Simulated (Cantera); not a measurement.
A Cantera script and what it prints.

```python
import numpy as np
import cantera as ct

gas_names = """
    Electron H H+ H- HNO HNO2 HNO3 HO2 H2 H2+ H2- H2O H2O+ H2O2 H2S H2SO4 H3O+ N N+ N- NH NH+ NH2 NH3
    NH2OH NH4+ NO NO+ NO2 NO2- NO3 NO3- N2 N2+ N2- N2H2 N2H4 N2O N2O+ O O+ O- OH OH+ OH- O2 O2+ O2- O3 S
    S+ S- SH SN SO SO2 SO3 S2 S2O S8
""".split()
cond_names = """
    H2O(s) H2O(L) H2SO4(L) S(cr1) S(cr2) S(L)
""".split()


def load(file, names, dense=False):
    # The tables refer to 1 bar. Condensed volumes are neglected.
    table = {s.name: s for s in ct.Species.list_from_file(file)}
    out = []
    for n in names:
        d = dict(table[n].input_data)
        d["thermo"] = dict(d["thermo"], **{"reference-pressure": 1e5})
        if dense:
            d["equation-of-state"] = {"model": "constant-volume", "density": "1e6 g/cm^3"}
        out.append(ct.Species.from_dict(d))
    return out


gas = ct.Solution(thermo="ideal-gas", species=load("nasa_gas.yaml", gas_names))
cond = {s.name: ct.Solution(thermo="fixed-stoichiometry", species=[s], name=s.name)
        for s in load("nasa_condensed.yaml", cond_names, dense=True)}
atoms = {
    'NH3': {'N': 1, 'H': 3},
    'SO2': {'S': 1, 'O': 2},
    'N2': {'N': 2},
}
top_T = {}  # K; cautious upper limits of use, not melting points


def equilibrate(T, P, feed):
    n = {}
    for name, mol in feed.items():
        for a, k in atoms[name].items():
            n[a] = n.get(a, 0.0) + k * mol
    gas.TPX = T, P, n
    mass = sum(n.values()) * gas.mean_molecular_weight
    gas.equilibrate("TP")
    valid = [c for c in cond.values() if c.min_temp <= T <= top_T.get(c.name, c.max_temp)]
    mix = ct.Mixture([(gas, mass / gas.mean_molecular_weight)] + [(c, 0.0) for c in valid])
    mix.T, mix.P = T, P
    mix.equilibrate("TP", solver="vcs", rtol=1e-11, max_steps=5000)
    return mix


results = []
feed = {'NH3': 1, 'SO2': 0.0049, 'N2': 3.6}  # mol
P = 1900  # Pa
for T in [3000, 3500, 4000, 4500, 5000]:
    mix = equilibrate(T, P, feed)
    results.append((T, P, feed, dict(zip(mix.species_names, mix.species_moles))))

top = {s: max(r[3][s] / sum(r[3][g] for g in gas_names) for r in results) for s in gas_names}
cols = sorted((s for s in top if top[s] > 1e-05), key=lambda s: -top[s])[:7]
seen = [c for c in cond_names if any(r[3].get(c, 0) > 1e-12 for r in results)]
print("log10 of partial pressures in bar; condensed amounts in mol")
print(f"{'T/K':>10s}" + "".join(f"{s[:9]:>10s}" for s in cols + seen))
for T, P, feed, n in results:
    ng = sum(n[g] for g in gas_names)
    print(f"{T:10.4g}" + "".join(f"{np.log10(max(n[s] / ng * P / 1e5, 1e-99)):10.3f}" for s in cols)
          + "".join(f"{n.get(c, 0):10.4g}" for c in seen))
```

It prints:

```
log10 of partial pressures in bar; condensed amounts in mol
       T/K        N2         H         N        H2         O         S        OH
      3000    -1.930    -2.233    -5.821    -2.864    -4.801    -4.877    -5.219
      3500    -1.957    -2.112    -4.633    -3.766    -4.613    -4.883    -6.032
      4000    -1.966    -2.101    -3.734    -4.606    -4.595    -4.886    -6.850
      4500    -1.990    -2.107    -3.041    -5.292    -4.598    -4.897    -7.521
      5000    -2.069    -2.133    -2.514    -5.882    -4.622    -4.934    -8.101
```

These are equilibrium values from Cantera (NASA tables, ideal gas, pure condensed phases), not measurements of a reactor.
